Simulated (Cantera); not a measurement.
Feed: 1 mol SiHCl3, 0.057 mol HCl, 1400 mol H2, at 1475 K and 13300 Pa.

Equilibrium computed with Cantera from the NASA thermochemical tables; the gas is ideal and each condensed phase is pure. Candidate condensed phases: Si; 19 gas species. Equilibrium is a limit: real reactors are often held back by kinetics, nucleation or transport.

Q: What is the equilibrium state?

A: 
| Property | Result |
|---|---|
| x(H2) | 0.998 |
| x(HCl) | 0.00215 |
| x(H) | 3.55e-5 |
| x(SiCl2) | 1.46e-5 |
| x(SiH2) | 1.08e-6 |
| n(Si(s)) | 0.977 mol |
| gas amount | 1402 mol |
